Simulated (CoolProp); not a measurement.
Computed with CoolProp (reference Helmholtz-energy equation of state, Wu 2011).

Problem. For dimethyl ether, give the phase and the density (kg/m³), cp (kJ/(kg K)), Joule-Thomson coefficient (K/MPa), isothermal compressibility (1/MPa) at 464.9 K and 20.7 MPa.

Solution. 
- 464.9 K and 20.7 MPa: supercritical; density 430, cp 3.05, Joule-Thomson coefficient 0.842, isothermal compressibility 0.0201
